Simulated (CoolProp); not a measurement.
Saturation properties of nitrogen.

The numbers come from the reference Helmholtz-energy equation of state, Span 2000 in CoolProp.

| T (°C) | p (bar) | vapour density (kg/m³) | liquid cp (kJ/(kg K)) | vapour viscosity (µPa s) | liquid conductivity (mW/(m K)) |
|---|---|---|---|---|---|
| -174.75 | 6.953 | 28.55 | 2.280 | 7.27 | 103 |
| -172.15 | 8.336 | 34.26 | 2.345 | 7.53 | 98.1 |
| -169.65 | 9.841 | 40.65 | 2.423 | 7.81 | 93.2 |
| -167.15 | 11.53 | 48.06 | 2.521 | 8.10 | 88.3 |
| -164.55 | 13.50 | 57.07 | 2.654 | 8.43 | 83.2 |
| -162.05 | 15.61 | 67.28 | 2.825 | 8.79 | 78.3 |
| -159.55 | 17.95 | 79.43 | 3.062 | 9.19 | 73.4 |
| -156.95 | 20.65 | 94.79 | 3.431 | 9.68 | 68.3 |
| -154.45 | 23.51 | 113.3 | 4.019 | 10.3 | 63.5 |
| -151.95 | 26.65 | 137.8 | 5.182 | 11.0 | 58.8 |
| -149.35 | 30.27 | 176.1 | 9.000 | 12.3 | 55.4 |

It boils at -195.8 °C under 1 atm.

Viscosity comes from a separate model (Lemmon 2004). Thermal conductivity comes from a separate model (Lemmon 2004).
